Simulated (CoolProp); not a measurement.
Properties of dimethyl ether along the isobar 28.3 MPa.

Model: reference Helmholtz-energy equation of state, Wu 2011, in CoolProp.

| T (K) | phase | density (kg/m³) | cp (kJ/(kg K)) | cv (kJ/(kg K)) | expansivity (1/kK) | viscosity (µPa s) |
|---|---|---|---|---|---|---|
| 358.6 | liquid | 629.2 | 2.443 | 1.672 | 2.068 | 108 |
| 375.2 | liquid | 607.3 | 2.500 | 1.710 | 2.198 | 97.1 |
| 391.8 | liquid | 584.8 | 2.560 | 1.751 | 2.343 | 87.7 |
| 408.5 | supercritical | 561.7 | 2.621 | 1.793 | 2.502 | 79.3 |
| 425.1 | supercritical | 538.0 | 2.683 | 1.837 | 2.673 | 71.7 |
| 441.8 | supercritical | 513.8 | 2.745 | 1.880 | 2.854 | 64.9 |
| 458.4 | supercritical | 489.3 | 2.803 | 1.924 | 3.032 | 58.9 |
| 475.1 | supercritical | 464.5 | 2.855 | 1.966 | 3.197 | 53.8 |
| 491.7 | supercritical | 439.9 | 2.898 | 2.007 | 3.332 | 49.4 |
| 508.4 | supercritical | 415.8 | 2.928 | 2.046 | 3.423 | 45.8 |
| 525 | supercritical | 392.7 | 2.944 | 2.083 | 3.456 | 43.0 |

Viscosity comes from a separate model (Meng 2012).
